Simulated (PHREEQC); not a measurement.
Alkaline etch or developer (model solution)

Make-up at 25 °C: 0.02 mol NH3, 4.8e-06 mol CO2 and 0.00068 mol Na2CO3 per kg of water. Closed to the air; pH follows from the charge balance.

Equilibrium calculation in PHREEQC: ion-association model, wateq4f.dat.

Precipitation was switched off in this run.

Predict the pH, ionic strength.

pH 10.81; ionic strength 0.00243 mol/kgw.

In which forms is C present?

CO3-2 77 %, HCO3- 21 %, NaCO3- 1.6 % of the C.

Species that the database lacks are ignored.
